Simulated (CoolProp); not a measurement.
Vapour-liquid equilibrium of R152A (1) + R227EA (2) at 145 kPa; x and y are mole fractions of (1).

The numbers come from the multi-fluid Helmholtz-energy mixture model, Outcalt 1996 and Lemmon 2016; pair parameters Bell 2016 in CoolProp.

### Question
Give the bubble temperature and the first vapour's composition at x = 0.05, 0.125, 0.875. Is there an azeotrope?

### Answer
x = 0.05: 265.2 K, y = 0.059; x = 0.125: 264.7 K, y = 0.154; x = 0.875: 258.1 K, y = 0.900. No azeotrope shows between x = 0.05 and 0.95.

The pair parameters rest on a limited set of measurements; away from them the model extrapolates. The gap from Raoult's law changes sign with composition, which may be real or a fault of the pair parameters; it wasn't checked against measurements.
